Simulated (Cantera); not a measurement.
Feed: 1 mol Si, 4.1 mol HCl, 11 mol H₂, held at 0.133 bar.

Cantera equilibrium calculation (NASA polynomials, part measured and part estimated; ideal gas, pure solids and liquids). Candidate condensed phases: Si; 19 gas species. The tables' values for SiCl₃ are old estimates; treat these amounts as uncertain. Equilibrium is a limit: real reactors are often held back by kinetics, nucleation or transport. All values below are at 1102 °C.

Base state: H₂ 0.828, HCl 0.106, SiCl₂ 0.0389, SiCl₄ 0.0116, SiCl₃ 0.00990, SiHCl₃ 0.00579, SiH₂Cl₂ 0.000429 (mole fractions); condensed: Si(s).

Task: What changes in the equilibrium state with this change: H₂ from 11 to 17 mol?

Result: 
| species | before | after |
|---|---|---|
| H₂ | 0.828 | 0.867 |
| HCl | 0.106 | 0.0906 |
| SiCl₂ | 0.0389 | 0.0273 |
| SiCl₄ | 0.0116 | 0.00572 |
| SiCl₃ | 0.00990 | 0.00583 |
| SiHCl₃ | 0.00579 | 0.00349 |
| SiH₂Cl₂ | 0.000429 | 0.000316 |
| Si(s), mol | 0.0169 | 0.111 |
